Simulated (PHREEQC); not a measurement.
0.011 g of hydrous ferric oxide (600 m²/g; 0.2 weak and 0.005 strong sites per Fe, Dzombak-Morel constants, diffuse double layer) in 1 kg of water with 0.01 mol/kgw of an inert sodium salt and 0.0011 mmol/kgw Ag2SO4 and 0.0057 mmol/kgw CuSO4, at 25 °C; the pH is set by adding NaOH or the inert anion's acid. O2 is buffered at 0.21 atm. CO2 from the air is kept out. No solid was allowed to form.

Equilibrium calculation in PHREEQC: ion-association model, wateq4f.dat.

```tsv
pH	S sorbed (%)	Ag sorbed (%)	Cu sorbed (%)
4	88.1	0.0	0.2
4.5	77.0	0.0	1.2
5	59.7	0.0	6.2
5.5	39.6	0.0	18.0
6	22.7	0.0	44.9
6.5	11.0	0.1	75.3
7	3.2	0.2	88.7
7.5	0.5	0.7	90.5
8	0.1	2.1	89.9
8.5	0.0	5.9	89.0
9	0.0	14.2	87.7
9.5	0.0	28.3	85.9
10	0.0	48.3	83.1
```

Complexes and solids missing from the database can't appear. The database's constant for dissolved Cu(OH)2 is higher than later reviews accept.
